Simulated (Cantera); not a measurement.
**Catalytic stagnation flow on Pt**

A jet of 4.25 % H₂, 7.49 % O₂, 88.3 % N₂, equivalence ratio 0.28 at 300 K and 0.0370 bar hits a platinum plate 5.4 cm away at a mass flux of 0.041 kg/m²/s; the plate temperature is set and raised in steps from an oxygen-covered start.

Cantera simulation using Deutschmann's 1995 Pt surface mechanism with GRI-Mech 3.0 gas chemistry; the numbers are that mechanism's predictions, not measurements. Catalytic surfaces can have several steady states; this one follows from the mechanism file's or the stated starting coverage.

| plate T (K) | wall x H₂ | wall x O₂ | wall x H₂O | wall x OH | θ free Pt | θ O* | θ OH* |
|---|---|---|---|---|---|---|---|
| 600 | 0.00302 | 0.0325 | 0.0766 | <1e-8 | 0.153 | 0.839 | 0.00828 |
| 650 | 0.00302 | 0.0326 | 0.0762 | <1e-8 | 0.160 | 0.835 | 0.00553 |
| 700 | 0.00300 | 0.0327 | 0.0758 | <1e-8 | 0.168 | 0.828 | 0.00390 |
| 750 | 0.00286 | 0.0326 | 0.0757 | <1e-8 | 0.184 | 0.813 | 0.00293 |
| 800 | 0.00254 | 0.0323 | 0.0760 | <1e-8 | 0.217 | 0.781 | 0.00235 |
| 850 | 0.00213 | 0.0320 | 0.0764 | 2.02e-8 | 0.270 | 0.728 | 0.00197 |
| 900 | 0.00179 | 0.0317 | 0.0768 | 6.51e-8 | 0.335 | 0.663 | 0.00168 |
x: mole fraction at the wall; θ: surface coverage.
